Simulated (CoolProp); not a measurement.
Ethanol along the isotherm 620 K: fugacity coefficient from the reference equation and from simpler models built on Tc = 514.7 K, pc = 62.68 bar, ω = 0.644; each cubic takes its own stable root.

Computed with CoolProp (reference Helmholtz-energy equation of state, Schroeder 2014).

```
p (bar)          phase  reference
-------  -------------  ---------
34.8               gas     0.9336
69.6     supercritical     0.8683
104      supercritical     0.8037
139      supercritical     0.7385
174      supercritical     0.6782
209      supercritical     0.6282
244      supercritical     0.5893
279      supercritical     0.5594
313      supercritical     0.5370
```

Q: How far does each simpler model (van der Waals, Redlich-Kwong, Peng-Robinson) lie from the reference over these 9 states: mean and median of the absolute difference, and the worst?

A: 
- van der Waals: mean 13.1 %, median 14.2 %, worst -17.5 % at 620 K and 174 bar
- Redlich-Kwong: mean 12.6 %, median 14.5 %, worst -15.6 % at 620 K and 174 bar
- Peng-Robinson: mean 3.4 %, median 2.9 %, worst -6.2 % at 620 K and 104 bar
